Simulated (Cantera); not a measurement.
Equilibrium for abatement and gas-phase synthesis: CO₂ + H₂O

Charge: 1 mol CO₂, 5.6 mol H₂O, at 1825 K.

Method: chemical equilibrium by Gibbs-energy minimisation in Cantera with the NASA 1993 tables (ideal gas, pure condensed phases). Candidate condensed phases: C, C₆H₆, C₇H₈, C₈H₁₈, H₂O; 110 gas species. The ideal-gas law is rough above about 30 bar. Equilibrium is a limit: real reactors are often held back by kinetics, nucleation or transport.

```tsv
P (Pa)	x H₂O	x CO₂	x H₂	x O₂	x CO	x OH
10	0.773	0.125	0.0333	0.0247	0.0211	0.0130
65	0.809	0.136	0.0184	0.0137	0.0121	0.00721
420	0.828	0.143	0.0100	0.00748	0.00679	0.00393
2700	0.837	0.147	0.00542	0.00406	0.00373	0.00213
17000	0.843	0.149	0.00295	0.00221	0.00204	0.00116
110000	0.845	0.150	0.00158	0.00119	0.00110	0.000623
720000	0.847	0.151	0.000848	0.000637	0.000592	0.000334
4700000	0.848	0.151	0.000454	0.000341	0.000317	0.000179
30000000	0.848	0.151	0.000245	0.000184	0.000171	9.63e-5
```
x: gas mole fraction; nothing condenses.

From 10.0 Pa to 3.00e7 Pa nothing is condensed. The main C-bearing gas is CO₂ throughout.
